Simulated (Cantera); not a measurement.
Charge: 1 mol SiH₂Cl₂, 12 mol H₂, held at 1.00 bar.

Method: chemical equilibrium by Gibbs-energy minimisation in Cantera with the NASA 1993 tables (ideal gas, pure condensed phases). Candidate condensed phases: Si; 19 gas species. The tables' values for SiCl₃ are old estimates; treat these amounts as uncertain. Kinetics and transport are ignored. All values below are at 1648 K.

Base state: H₂ 0.890, HCl 0.0802, SiCl₂ 0.0257, SiCl₃ 0.00229, SiHCl₃ 0.000835, SiCl₄ 0.000451, SiH₂Cl₂ 0.000264, H 8.40e-5 (mole fractions); condensed: Si(s).

What changes in the equilibrium state with this change: H₂ from 12 to 500 mol?


```
species       before    after
----------  --------  -------
H₂             0.890    0.996
HCl           0.0802  0.00387
H            8.40e-5  8.89e-5
SiCl₂         0.0257  5.35e-5
SiCl₄       0.000451  1.96e-9
SiCl₃        0.00229  2.18e-7
SiHCl₃      0.000835  8.41e-8
SiH₂Cl₂     0.000264  6.16e-7
SiH₃Cl       2.51e-5  1.36e-6
Si(s), mol     0.588    0.967
```
